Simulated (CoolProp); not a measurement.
Vapour-liquid equilibrium of R125 (1) + R245fa (2) at -63.85 °C; x and y are mole fractions of (1).

Computed with CoolProp (multi-fluid Helmholtz-energy mixture model, Lemmon 2005 and Akasaka 2015; pair parameters Bell 2016).

```csv
x,bubble pressure (MPa),y at the bubble point,dew pressure at overall composition x (MPa),liquid density (mol/L)
0.05,0.003691,0.755,0.0009970,11.69
0.15,0.008694,0.906,0.001112,11.84
0.25,0.01323,0.944,0.001257,12.00
0.35,0.01745,0.963,0.001446,12.15
0.45,0.02149,0.974,0.001702,12.30
0.55,0.02543,0.981,0.002067,12.45
0.65,0.02934,0.987,0.002632,12.60
0.75,0.03329,0.991,0.003622,12.74
0.85,0.03731,0.995,0.005796,12.88
0.95,0.04146,0.998,0.01431,13.01
```

No azeotrope shows between x = 0.05 and 0.95.

The pair parameters rest on a limited set of measurements; away from them the model extrapolates.
